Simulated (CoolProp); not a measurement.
A simple Rankine cycle with n-hexane: condensing at 290.15 K, boiler at 0.335 MPa, turbine inlet 390.6 K, turbine efficiency 0.8, pump efficiency 0.7, no recuperator. Each further row changes one setting.

The numbers come from the reference Helmholtz-energy equation of state, Thol 2019 in CoolProp.

```tsv
case	thermal efficiency (%)	net work (kJ/kg)	heat in (kJ/kg)	turbine exit temperature (K)	volume ratio over the turbine
as stated	15.4	83.8	544	340.9	?
turbine inlet 410.6 K	?	89.2	588	?	22.8
condensing temperature 282.15 K	16.6	93.4	562	335.5	33.4
boiler pressure 0.234 MPa	13.9	76.1	?	347.6	15.8
turbine efficiency 0.7	?	73.2	544	346.5	23.4
```

Question: Fill in the missing entries.

Answer: 
- as stated, volume ratio over the turbine: 23.1
- turbine inlet 410.6 K, thermal efficiency (%): 15.2
- turbine inlet 410.6 K, turbine exit temperature (K): 361.4
- boiler pressure 0.234 MPa, heat in (kJ/kg): 549
- turbine efficiency 0.7, thermal efficiency (%): 13.5
